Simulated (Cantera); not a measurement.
Input: 1 mol SiH4, 0.44 mol C2H2, 23 mol H2, held at 2323.15 K and 2.70 mbar.

These are equilibrium values from Cantera (NASA tables, ideal gas, pure condensed phases), not measurements of a reactor. Candidate condensed phases: C, C6H6, C7H8, C8H18, Si, SiC; 87 gas species. Gases not in the tables: Si2H6 and higher silanes. Kinetics and transport are ignored.

Base state: H2 0.778, H 0.185, Si 0.0276, SiC2 0.00413, C2H2 (acetylene) 0.00377, Si2C 0.00103, SiH 0.000446, C2H 4.29e-5 (mole fractions); condensed: C(graphite).

Problem. What changes in the equilibrium state with this change: temperature from 2323.15 K to 1600 K?

Solution. 
| species | before | after |
|---|---|---|
| H2 | 0.778 | 0.999 |
| H | 0.185 | 0.00105 |
| Si | 0.0276 | 3.61e-5 |
| SiC2 | 0.00413 | <1e-9 |
| C2H2 (acetylene) | 0.00377 | 3.04e-9 |
| C2H | 4.29e-5 | <1e-9 |
| Si2C | 0.00103 | 1.15e-7 |
| C(graphite), mol | 0.386 | 0 |
| Si(s), mol | 0 | 0.119 |
| SiC(s), mol | 0 | 0.880 |
Mutual solubility and eutectic melting of coexisting phases are not modelled.

Problem. What changes in the equilibrium state with this change: C2H2 from 0.44 to 0.0054 mol?

Solution. 
| species | before | after |
|---|---|---|
| H2 | 0.778 | 0.780 |
| H | 0.185 | 0.185 |
| Si | 0.0276 | 0.0338 |
| SiC2 | 0.00413 | 5.93e-5 |
| C2H2 (acetylene) | 0.00377 | 4.44e-5 |
| C2H | 4.29e-5 | 5.04e-7 |
| Si2C | 0.00103 | 0.000167 |
| Si2 | 3.63e-5 | 5.44e-5 |
| SiH2 | 2.62e-5 | 3.21e-5 |
| C(graphite), mol | 0.386 | 0 |
